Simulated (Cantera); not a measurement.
Mixture: CH3OH : O2 : N2 : H2O = 1 : 3 : 11.3 : 2.6 (molar parts), equivalence ratio 0.50, at 210000 Pa, adiabatic and at constant volume. Ignition delay is the time to a rise of 400 K.

Model: GRI-Mech 3.0 (53 species, 325 reactions), integrated in Cantera. GRI-Mech 3.0 was tuned for natural gas; its chemistry of methanol as a main component is partial and can be far from experiment.

**Question.** What does this change do: pressure from 210000 Pa to 1900000 Pa?

**Answer.** 
```json
[
 {"quantity": "delay at 1050 K", "before": "79.3 ms", "after": "17.8 ms"},
 {"quantity": "delay at 1150 K", "before": "10.4 ms", "after": "2.28 ms"},
 {"quantity": "delay at 1250 K", "before": "1.93 ms", "after": "0.398 ms"},
 {"quantity": "delay at 1350 K", "before": "0.475 ms", "after": "91.3 µs"},
 {"quantity": "apparent activation energy between 1300 and 1400 K", "before": "190 kJ/mol", "after": "200 kJ/mol"}
]
```
The pressure lies above the range GRI-Mech 3.0 was tuned for (to about 10 atm).

**Question.** What does this change do: 0.036 parts H2 added?

**Answer.** 
| quantity | before | after |
|---|---|---|
| delay at 1050 K | 79.3 ms | 72.6 ms |
| delay at 1150 K | 10.4 ms | 10.1 ms |
| delay at 1250 K | 1.93 ms | 1.89 ms |
| delay at 1350 K | 0.475 ms | 0.470 ms |
| apparent activation energy between 1300 and 1400 K | 190 kJ/mol | 190 kJ/mol |
